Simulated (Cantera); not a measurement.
Input: 1 mol Si₂H₆, 15 mol CO₂, held at 1423 K and 750 Torr.

Equilibrium computed with Cantera from the NASA thermochemical tables; the gas is ideal and each condensed phase is pure. Candidate condensed phases: C, C₆H₆, C₇H₈, C₈H₁₈, H₂O, Si, SiC, SiO₂; 123 gas species. The feed counts by its element totals alone. The tables hold silica as quartz up to 1696 K and as liquid above; real silica turns to tridymite and cristobalite and melts near 1996 K. Gases not in the tables: Si(OH)₄. Kinetics and transport are ignored.

Base state: CO₂ 0.485, CO 0.349, H₂O 0.126, H₂ 0.0402 (mole fractions); condensed: SiO₂(β-quartz).

Q: What changes in the equilibrium state with this change: CO₂ from 15 to 20 mol?

A: 
```
species              before   after
-------------------  ------  ------
CO₂                   0.485   0.588
CO                    0.349   0.282
H₂O                   0.126   0.108
H₂                   0.0402  0.0228
SiO₂(β-quartz), mol    2.00    2.00
```
